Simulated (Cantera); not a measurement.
What does this Cantera script print?

```python
import numpy as np
import cantera as ct

gas = ct.Solution("gri30.yaml")
gas.TPX = 1450, 74000, {'CH4': 1, 'C2H6': 0.045, 'C3H8': 1.2, 'O2': 8.87, 'N2': 49.7}
reactor = ct.IdealGasConstPressureReactor(gas, energy="on", clone=False)
net = ct.ReactorNet([reactor])
net.rtol, net.atol = 1e-08, 1e-16
show = ['CH4', 'C2H6', 'C3H8', 'HCO', 'NO', 'C2H4', 'O2']
times = np.geomspace(9e-06, 7, 11)

steps = ct.SolutionArray(gas, extra=["t"])
rows = []
print(f"{'t/s':>10s}{'T/K':>9s}{'P/Pa':>11s}" + "".join(f"{s:>11s}" for s in show))
for t in times:
    while net.time < t:
        t_next = net.step()
        steps.append(gas.state, t=t_next)
    rows.append([np.interp(t, steps.t, y) for y in (steps.T, steps.P, *steps(*show).X.T)])
    print(f"{t:10.3e}{rows[-1][0]:9.1f}{rows[-1][1]:11.4g}" + "".join(f"{x:11.3e}" for x in rows[-1][2:]))
rate = np.gradient(steps.T, steps.t)
print("integrator steps:", len(steps.t))
if steps.T.max() > steps.T[0] + 200:
    print(f"time of steepest temperature rise: {steps.t[rate.argmax()]:.4e} s")
gas.TPX = 1450, 74000, {'CH4': 1, 'C2H6': 0.045, 'C3H8': 1.2, 'O2': 8.87, 'N2': 49.7}
gas.equilibrate("HP")
print(f"equilibrium (HP): T = {gas.T:.1f} K  " + "  ".join(f"{s} {gas[s].X[0]:.3e}" for s in show))
```

It prints:

```
       t/s      T/K       P/Pa        CH4       C2H6       C3H8        HCO         NO       C2H4         O2
 9.000e-06   1448.0    7.4e+04  1.642e-02  7.374e-04  1.945e-02  3.752e-09  7.466e-14  2.376e-04  1.457e-01
 3.494e-05   1444.5    7.4e+04  1.631e-02  8.642e-04  1.813e-02  1.541e-07  3.493e-12  1.557e-03  1.450e-01
 1.356e-04   1456.9    7.4e+04  1.572e-02  2.067e-03  1.101e-02  2.845e-06  1.042e-10  8.656e-03  1.393e-01
 5.266e-04   2321.3    7.4e+04  5.570e-17  1.029e-31  1.224e-46  2.616e-08  1.399e-04  1.772e-25  2.692e-02
 2.044e-03   2527.4    7.4e+04  4.839e-17  1.881e-32  1.625e-47  6.140e-09  1.071e-03  7.308e-26  2.099e-02
 7.937e-03   2537.7    7.4e+04  5.268e-17  1.842e-32  1.680e-47  5.373e-09  3.867e-03  7.222e-26  1.930e-02
 3.081e-02   2532.5    7.4e+04  5.550e-17  2.010e-32  1.903e-47  5.343e-09  6.876e-03  7.651e-26  1.802e-02
 1.196e-01   2532.1    7.4e+04  5.572e-17  2.024e-32  1.921e-47  5.341e-09  7.102e-03  7.685e-26  1.792e-02
 4.644e-01   2532.1    7.4e+04  5.572e-17  2.024e-32  1.921e-47  5.341e-09  7.102e-03  7.685e-26  1.792e-02
 1.803e+00   2532.1    7.4e+04  5.572e-17  2.024e-32  1.921e-47  5.341e-09  7.102e-03  7.685e-26  1.792e-02
 7.000e+00   2532.1    7.4e+04  5.572e-17  2.024e-32  1.921e-47  5.341e-09  7.102e-03  7.685e-26  1.792e-02
integrator steps: 1822
time of steepest temperature rise: 2.2823e-04 s
equilibrium (HP): T = 2532.1 K  CH4 7.531e-17  C2H6 3.310e-32  C3H8 3.260e-47  HCO 5.341e-09  NO 7.102e-03  C2H4 8.636e-26  O2 1.792e-02
```

Computed with Cantera and GRI-Mech 3.0 (53 species, 325 reactions). GRI-Mech 3.0 was tuned for natural gas; its chemistry of propane as a main component is partial and can be far from experiment.
